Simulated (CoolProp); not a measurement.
R236EA along the isobar 550 kPa: Z from the reference equation and from simpler models built on Tc = 412.4 K, pc = 3414 kPa, ω = 0.368; each cubic takes its own stable root.

Model: reference Helmholtz-energy equation of state, Rui 2013, in CoolProp.

```csv
T (K),phase,reference,Pitzer virial,van der Waals,Soave-Redlich-Kwong
340.1,gas,0.8748,0.8862,0.9185,0.8848
345.2,gas,0.8825,0.8921,0.9215,0.8908
350.4,gas,0.8897,0.8978,0.9245,0.8965
355.5,gas,0.8961,0.9030,0.9272,0.9018
360.6,gas,0.9020,0.9078,0.9298,0.9067
365.8,gas,0.9076,0.9125,0.9323,0.9114
370.9,gas,0.9126,0.9167,0.9346,0.9158
376,gas,0.9172,0.9208,0.9369,0.9198
381.2,gas,0.9216,0.9246,0.9390,0.9238
386.3,gas,0.9256,0.9281,0.9411,0.9274
391.5,gas,0.9295,0.9316,0.9430,0.9309
396.6,gas,0.9329,0.9347,0.9449,0.9341
401.7,gas,0.9362,0.9377,0.9466,0.9372
406.9,gas,0.9393,0.9406,0.9484,0.9401
412,gas,0.9422,0.9432,0.9500,0.9428
```
